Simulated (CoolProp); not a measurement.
200 sccm (0 °C, 1 atm) of nitrogen bubbles through liquid water at 315 K and leaves saturated at a total pressure of 0.0508 MPa (ideal gas phase). Each further row changes one setting.

The numbers come from the reference Helmholtz-energy equation of state, Wagner 2002 in CoolProp.

| case | vapour pressure (kPa) | mole fraction of vapour | delivery (mg/min) | delivery (sccm) | change of delivery for a bath 1 K warmer (%) |
|---|---|---|---|---|---|
| as stated | 8.15 | 0.160 | 30.7 | 38.2 | 6.5 |
| bath temperature 320 K | 10.5 | 0.208 | 42.1 | 52.4 | 6.6 |
| total pressure 0.102 MPa | 8.15 | 0.0799 | 14.0 | 17.4 | 5.9 |
